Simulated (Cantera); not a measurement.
A jet of 8.13 % CH4, 6.18 % O2, 85.7 % N2 at 300 K and 24.0 Torr hits a platinum plate 4.5 cm away at a mass flux of 0.056 kg/m²/s; the plate temperature is set and raised in steps from an oxygen-covered start.

Detailed kinetics in Cantera: Deutschmann's 1995 Pt surface mechanism with GRI-Mech 3.0 gas chemistry. Catalytic surfaces can have several steady states; this one follows from the mechanism file's or the stated starting coverage.

One state of this run: wall x CH4 = 0.0176; wall x O2 = 0.00463; wall x H2O = 0.0399; wall x OH = <1e-8; wall x CO = 0.0656; wall x CO2 = 0.000118; θ free Pt = 0.778; θ H* = 0.00196; θ CO* = 0.0363; θ C* = 0.183. x: mole fraction at the wall; θ: surface coverage.

### Question
Which value of plate T (K) does it belong to?
(A) 1000
(B) 900
(C) 1050
(D) 950

### Answer
C, 1050
